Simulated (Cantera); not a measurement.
A freely propagating, adiabatic, planar premixed flame of CH4 : C2H6 : C3H8 : O2 : N2 : H2O = 1 : 0.38 : 0.1 : 3.83 : 14.4 : 1.8 (molar parts), equivalence ratio 1.0, unburnt at 700 K and 36000 Pa; multicomponent+Soret transport, grid criteria slope 0.08 and curve 0.16, no radiation.

Model: GRI-Mech 3.0 (53 species, 325 reactions), integrated in Cantera. Burning velocities carry a grid error of a few per cent, more on coarse grids.

x: mole fraction of selected species; z is measured from the peak of heat release.

```tsv
z (mm)	T (K)	u (m/s)	x CH4	x C2H6	x C3H8	x O2	x CO	x C2H2
-2.51	700	1.84	0.0464	0.0177	0.00465	0.178	1.89e-6	<1e-8
-1.67	701	1.84	0.0463	0.0176	0.00464	0.178	2.40e-5	?
-1.25	705	1.86	0.0460	0.0176	0.00464	0.177	0.000123	?
-0.837	736	1.95	0.0445	0.0174	0.00462	0.175	0.00106	?
-0.418	1001	2.69	0.0354	0.0138	0.00367	0.152	0.0117	?
-0.209	1351	3.71	0.0226	0.00628	0.00133	0.116	0.0304	?
0	1707	4.76	0.00690	0.000423	3.75e-5	0.0702	0.0523	?
0.209	1861	5.21	0.000716	1.91e-6	3.11e-8	0.0417	0.0546	?
0.418	1899	5.31	3.71e-5	<1e-8	<1e-8	0.0308	0.0462	?
0.837	1933	5.37	9.06e-8	<1e-8	<1e-8	0.0250	0.0351	<1e-8
1.67	1977	5.47	<1e-8	<1e-8	<1e-8	0.0223	0.0289	<1e-8
3.35	2034	5.60	<1e-8	<1e-8	<1e-8	0.0202	0.0268	<1e-8
6.69	2106	5.77	<1e-8	<1e-8	<1e-8	0.0177	0.0246	<1e-8
```

Q: Complete the blanks.

A: 
- -1.67, x C2H2: 9.26e-8
- -1.25, x C2H2: 5.85e-7
- -0.837, x C2H2: 7.09e-6
- -0.418, x C2H2: 0.000124
- -0.209, x C2H2: 0.000414
- 0, x C2H2: 0.000696
- 0.209, x C2H2: 0.000153
- 0.418, x C2H2: 7.22e-6
